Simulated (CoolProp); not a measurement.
Values from CoolProp's reference Helmholtz-energy equation of state, Span 1996.

### Question
For carbon dioxide, give the phase and the speed of sound (m/s), viscosity (µPa s), Prandtl number at 954.8 K and 0.179 MPa; 703 K and 9.8 MPa; 514.9 K and 0.129 MPa.

### Answer
- 954.8 K and 0.179 MPa: gas; speed of sound 462, viscosity 39.8, Prandtl number 0.719
- 703 K and 9.8 MPa: supercritical; speed of sound 408, viscosity 32.7, Prandtl number 0.745
- 514.9 K and 0.129 MPa: gas; speed of sound 345, viscosity 24.5, Prandtl number 0.738

Viscosity comes from a separate model (Laesecke 2017). Thermal conductivity comes from a separate model (Huber 2016).
